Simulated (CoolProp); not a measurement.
A closed Brayton cycle with carbon dioxide: compressor inlet 315.15 K and 8.6 MPa, high pressure 23 MPa, turbine inlet 875 K, compressor efficiency 0.85, turbine efficiency 0.85, recuperator effectiveness 0.95 (on enthalpy, no pinch check). Each further row changes one setting.

Computed with CoolProp (reference Helmholtz-energy equation of state, Span 1996).

```tsv
case	thermal efficiency (%)	net work (kJ/kg)	compressor to turbine work	compressor exit (K)	turbine exit (K)
as stated	36.7	91.6	0.30	380.2	759.5
turbine inlet 825 K	34.9	83.3	0.32	380.2	713.4
compressor inlet 325.15 K	35.4	81.2	0.38	405.3	759.5
high pressure 19.6 MPa	35.4	79.5	0.28	369.4	777.7
recuperator effectiveness 0.5	20.4	91.6	0.30	380.2	759.5
```
